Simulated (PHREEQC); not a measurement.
A solution holds 0.00065 mol Ag2SO4 and 0.0051 mol NaNO3 per kg of water, at 15 °C. Closed to the air; pH follows from the charge balance.

Computed with PHREEQC (ion-association model, wateq4f.dat).

```json
[
 {"quantity": "pH", "before": "7.13", "after": "3.19"},
 {"quantity": "ionic strength (mol/kgw)", "before": "0.00700", "after": "0.00765"},
 {"quantity": "SO4-2 (mol/kgw)", "before": "0.000629", "after": "0.000607"},
 {"quantity": "NaSO4- (mol/kgw)", "before": "1.07e-5", "after": "1.01e-5"},
 {"quantity": "AgSO4- (mol/kgw)", "before": "1.03e-5", "after": "9.69e-6"},
 {"quantity": "HSO4- (mol/kgw)", "before": "2.84e-9", "after": "2.35e-5"},
 {"quantity": "SI of Ag2O (Ag2O)", "before": "-4.44", "after": "-12.32"},
 {"quantity": "SI of Mirabilite (Na2SO4:10H2O)", "before": "-6.41", "after": "-6.44"}
]
```

Q: Name the change that produced these shifts.
A) temperature from 15 to 35 °C
B) NaNO3 replaced by NaHF2 at the same molality
C) Ag2SO4 from 0.00065 to 0.000975 mol/kgw
D) temperature from 15 to 40 °C

A: B, NaNO3 replaced by NaHF2 at the same molality

This is a speciation only: nothing precipitates in the calculation.
